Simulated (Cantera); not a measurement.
Mixture: C2H4 : O2 : N2 : H2O = 1 : 3.57 : 13.4 : 2.8 (molar parts), at 101000 Pa, adiabatic and at constant volume. Ignition delay is the time to a rise of 400 K.

Cantera simulation using GRI-Mech 3.0 (53 species, 325 reactions); the numbers are that mechanism's predictions, not measurements. GRI-Mech 3.0 was tuned for natural gas; its chemistry of ethylene as a main component is partial and can be far from experiment. Where the delays flatten at high temperature, the 400 K rule measures the pace of heat release, not the induction time.

**Question.** Predict: delay at 1225 K; delay at 1375 K; delay at 1525 K; delay at 1675 K; delay at 1825 K; apparent activation energy between 1675 and 1825 K.

**Answer.** 
- delay at 1225 K = 0.273 ms
- delay at 1375 K = 55.5 µs
- delay at 1525 K = 26.7 µs
- delay at 1675 K = 16.0 µs
- delay at 1825 K = 10.5 µs
- apparent activation energy between 1675 and 1825 K = 71 kJ/mol
